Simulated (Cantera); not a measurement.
Input: 1 mol Si, 3.3 mol HCl, 5.3 mol H2, at 100 Torr.

Cantera equilibrium calculation (NASA polynomials, part measured and part estimated; ideal gas, pure solids and liquids). Candidate condensed phases: Si; 19 gas species. The tables' values for SiCl3 are old estimates; treat these amounts as uncertain. Rates play no part.

### Question
At 1300 K, list the 4 most abundant gas species with their mole fractions, and the condensed phases.

### Answer
H2 0.800, HCl 0.0989, SiCl4 0.0388, SiCl2 0.0326. Condensed: Si(s).
